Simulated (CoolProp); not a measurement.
The fluoroketone C6F12O (FK-5-1-12) along the isotherm 461.8 K: density (kg/m³) from the reference equation and from simpler models built on Tc = 441.8 K, pc = 1.869 MPa, ω = 0.471; each cubic takes its own stable root.

Computed with CoolProp (reference Helmholtz-energy equation of state, McLinden 2015).

| p (MPa) | phase | reference | van der Waals | Peng-Robinson |
|---|---|---|---|---|
| 0.935 | gas | 91.87 | 90.74 | 93.31 |
| 1.87 | supercritical | 249.7 | 251.7 | 255.2 |
| 2.8 | supercritical | 722.9 | 617.5 | 645.1 |
| 3.74 | supercritical | 913.9 | 701.7 | 846.9 |
| 4.67 | supercritical | 989.8 | 748.8 | 947.5 |
| 5.61 | supercritical | 1039 | 782.9 | 1017 |
| 6.54 | supercritical | 1075 | 809.4 | 1071 |
| 7.48 | supercritical | 1105 | 831.4 | 1115 |
| 8.41 | supercritical | 1129 | 850.0 | 1151 |
| 9.35 | supercritical | 1151 | 866.4 | 1184 |
